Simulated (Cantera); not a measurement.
Mixture: C3H8 : O2 : N2 : CO2 = 1 : 3.85 : 14.5 : 0.89 (molar parts), at 7500 Torr, adiabatic and at constant volume. Ignition delay is the time to a rise of 400 K.

Detailed kinetics in Cantera: GRI-Mech 3.0 (53 species, 325 reactions). GRI-Mech 3.0 was tuned for natural gas; its chemistry of propane as a main component is partial and can be far from experiment.

Problem. What does this change do: C3H8 1 to 1.6 parts?

Solution. 
```csv
quantity,before,after
delay at 1050 K,29.2 ms,31.2 ms
delay at 1150 K,4.37 ms,4.59 ms
delay at 1250 K,0.698 ms,0.716 ms
delay at 1350 K,0.135 ms,0.137 ms
delay at 1450 K,34.3 µs,34.9 µs
apparent activation energy between 1350 and 1450 K,220 kJ/mol,220 kJ/mol
```

Problem. What does this change do: pressure from 7500 Torr to 2700 Torr?

Solution. 
| quantity | before | after |
|---|---|---|
| delay at 1050 K | 29.2 ms | 73.7 ms |
| delay at 1150 K | 4.37 ms | 8.98 ms |
| delay at 1250 K | 0.698 ms | 1.26 ms |
| delay at 1350 K | 0.135 ms | 0.234 ms |
| delay at 1450 K | 34.3 µs | 60.8 µs |
| apparent activation energy between 1350 and 1450 K | 220 kJ/mol | 220 kJ/mol |
